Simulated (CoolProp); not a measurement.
Vapour-liquid equilibrium of R227EA (1) + isobutene (2) at 1.3 MPa; x and y are mole fractions of (1).

Values from CoolProp's multi-fluid Helmholtz-energy mixture model, Lemmon 2016 and Lemmon 2005; pair parameters Bell 2016.

```csv
x,bubble temperature (K),y at the bubble point,dew temperature at overall composition x (K),liquid density (mol/L)
0.05,351.2,0.115,353.9,8.923
0.2,342.5,0.333,347.7,8.607
0.35,338.2,0.462,341.9,8.238
0.5,336.0,0.563,337.3,7.892
0.65,335.0,0.665,335.1,7.591
0.8,335.1,0.786,335.2,7.329
0.95,336.5,0.939,336.7,7.086
```

y crosses x between x = 0.65 and 0.8: the model has an azeotrope there.

The pair parameters rest on a limited set of measurements; away from them the model extrapolates.
